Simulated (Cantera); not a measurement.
Input: 1 mol B₂H₆, 110 mol H₂, 17 mol N₂, 2.6 mol O₂, at 10.0 mbar.

These are equilibrium values from Cantera (NASA tables, ideal gas, pure condensed phases), not measurements of a reactor. Candidate condensed phases: B, BN, B₂O₃, B₃O₃H₃, H₂O; 39 gas species. The feed counts by its element totals alone. Gases not in the tables: H₃BO₃. Equilibrium is a limit: real reactors are often held back by kinetics, nucleation or transport. All values below are at 1623 K.

Base state: H₂ 0.844, N₂ 0.130, HBO₂ 0.0127, H₂O 0.0110, HBO 0.00107, B₂O₃ 0.000737, H 0.000635, BO 1.78e-5 (mole fractions); condensed: gas only.

Q: What changes in the equilibrium state with this change: B₂H₆ replaced by borazine?

A: 
```json
[
 {"species": "H₂", "before": "0.844", "after": "0.839"},
 {"species": "N₂", "before": "0.130", "after": "0.139"},
 {"species": "HBO₂", "before": "0.0127", "after": "0.0114"},
 {"species": "H₂O", "before": "0.0110", "after": "0.00218"},
 {"species": "B₂O₂", "before": "7.50e-6", "after": "0.000152"},
 {"species": "BO", "before": "1.78e-5", "after": "8.02e-5"},
 {"species": "HBO", "before": "0.00107", "after": "0.00482"}
]
```
